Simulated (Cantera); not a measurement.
Feed: 1 mol Cu2O, 6.4 mol CO, 0.83 mol H2, at 1600 K and 1 atm.

These are equilibrium values from Cantera (NASA tables, ideal gas, pure condensed phases), not measurements of a reactor. Candidate condensed phases: C, C6H6, C7H8, C8H18, Cu, CuO, Cu(OH)2, Cu2O, H2O; 113 gas species. The numbers say what is thermodynamically allowed, not how fast it happens.

Base state: CO 0.780, CO2 0.105, H2 0.0817, H2O 0.0331, Cu 3.92e-5, H 1.54e-5 (mole fractions); condensed: Cu(l).

Question: What changes in the equilibrium state with this change: H2 from 0.83 to 8.8 mol?

Answer: 
```json
[
 {"species": "H2", "before": "0.0817", "after": "0.527"},
 {"species": "CO", "before": "0.780", "after": "0.408"},
 {"species": "H2O", "before": "0.0331", "after": "0.0523"},
 {"species": "CO2", "before": "0.105", "after": "0.0135"},
 {"species": "Cu", "before": "3.92e-5", "after": "3.92e-5"},
 {"species": "H", "before": "1.54e-5", "after": "3.92e-5"},
 {"species": "Cu(l), mol", "before": "2.00", "after": "2.00"}
]
```
